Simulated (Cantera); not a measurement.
A Cantera script and its output.

```python
import numpy as np
import cantera as ct

gas = ct.Solution("gri30.yaml")


def delay(T, t_max=10):
    gas.TPX = T, 130000, {'CH4': 1, 'O2': 2.6, 'N2': 9.77}
    reactor = ct.IdealGasConstPressureReactor(gas, clone=False)
    net = ct.ReactorNet([reactor])
    net.rtol, net.atol = 1e-8, 1e-16
    while net.time < t_max:
        t_old, T_old = net.time, reactor.T
        net.step()
        if reactor.T > T + 400:  # ignition: a rise of 400 K
            return t_old + (T + 400 - T_old) / (reactor.T - T_old) * (net.time - t_old)
    return np.nan


taus = []
for T in [1150, 1225, 1300, 1375, 1450]:
    taus.append(delay(T))
    print(f"T0 = {T:6g} K   tau = {taus[-1]:.4e} s")

# d ln(tau) / d ln(k), from doubling and halving each rate constant
T, sens = 1225, []
for i in range(gas.n_reactions):
    gas.set_multiplier(2.0, i)
    up = delay(T)
    gas.set_multiplier(0.5, i)
    down = delay(T)
    gas.set_multiplier(1.0, i)
    sens.append((np.log(up / down) / np.log(4.0), gas.reaction(i).equation))
sens.sort(key=lambda x: -abs(x[0]))
print(f"sensitivities at {T} K")
for s, eq in sens[:10]:
    print(f"{s:8.3f}  {eq}")
```

Output:

```
T0 =   1150 K   tau = 6.5668e-02 s
T0 =   1225 K   tau = 2.2440e-02 s
T0 =   1300 K   tau = 8.3164e-03 s
T0 =   1375 K   tau = 3.3326e-03 s
T0 =   1450 K   tau = 1.4472e-03 s
sensitivities at 1225 K
   0.572  2 CH3 (+M) <=> C2H6 (+M)
  -0.380  CH3 + O2 <=> CH3O + O
  -0.377  CH3 + O2 <=> CH2O + OH
  -0.286  CH2O + O2 <=> HCO + HO2
  -0.267  CH3 + HO2 <=> CH3O + OH
  -0.266  H + O2 <=> O + OH
   0.259  CH4 + H <=> CH3 + H2
  -0.183  CH2O + CH3 <=> CH4 + HCO
   0.156  CH4 + OH <=> CH3 + H2O
  -0.152  CH3O + O2 <=> CH2O + HO2
```

Model: GRI-Mech 3.0 (53 species, 325 reactions), integrated in Cantera.
